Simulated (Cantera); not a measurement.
An isothermal, constant-pressure homogeneous reactor starts with C2H6 : N2 = 1 : 67 (molar parts), at 1850 K and 0.00190 bar.

Computed with Cantera and GRI-Mech 3.0 (53 species, 325 reactions). GRI-Mech 3.0 stops at C3 and has no aromatics, soot or wall deposition, so with more carbon than oxygen in the feed, carbon stays in small species such as C2H2 where larger ones or solid carbon would form. Radical loss at walls, strong at low pressure, is not modelled.

One state of this run: x C2H6 = 8.33e-11; x C2H = 2.47e-6; x C2H4 = 1.33e-7; x CH4 = 5.60e-5; x H2 = 0.0282; x CH2 = 3.37e-7; x H = 0.000458. x: mole fraction; the columns are a selection and need not sum to one.

Which value of t (s) does it belong to?
A) 0.00722
B) 4.85
C) 0.000400
D) 1.14

B, 4.85
